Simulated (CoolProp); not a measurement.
Octamethyltrisiloxane (MDM) along the isotherm 373.4 K: density (kg/m³) from the reference equation and from simpler models built on Tc = 565.4 K, pc = 1.438 MPa, ω = 0.528; each cubic takes its own stable root.

Computed with CoolProp (reference Helmholtz-energy equation of state, Thol 2017).

```
p (MPa)   phase  reference  van der Waals  Redlich-Kwong
-------  ------  ---------  -------------  -------------
0.0449   liquid      736.5          3.508          3.543
0.0898   liquid      736.7          7.210          622.9
0.135    liquid      736.8          11.17          623.3
0.18     liquid      736.9          15.38          623.7
0.225    liquid      737.0          426.7          624.0
0.27     liquid      737.1          427.2          624.4
0.314    liquid      737.3          427.7          624.7
0.359    liquid      737.4          428.2          625.1
0.404    liquid      737.5          428.6          625.4
0.449    liquid      737.6          429.1          625.8
0.494    liquid      737.7          429.6          626.1
0.539    liquid      737.8          430.0          626.5
0.584    liquid      738.0          430.5          626.8
0.629    liquid      738.1          430.9          627.2
0.674    liquid      738.2          431.4          627.5
0.719    liquid      738.3          431.8          627.9
```

At some of these states van der Waals, Redlich-Kwong gives the other phase, because its saturation line lies elsewhere.
